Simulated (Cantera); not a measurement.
Feed: 1 mol Ni, 0.55 mol NH₃, 140 mol N₂, held at 1027 °C and 13500 Torr.

These are equilibrium values from Cantera (NASA tables, ideal gas, pure condensed phases), not measurements of a reactor. Candidate condensed phases: Ni; 10 gas species. Kinetics and transport are ignored.

Base state: N₂ 0.994, H₂ 0.00585 (mole fractions); condensed: Ni(s).

Question: What changes in the equilibrium state with this change: Ni replaced by Cu?

Answer: 
```csv
species,before,after
N₂,0.994,0.994
H₂,0.00585,0.00585
"Ni(s), mol",1.00,0
"Cu(s), mol",0,1.000
```
Further candidate phases: Cu.
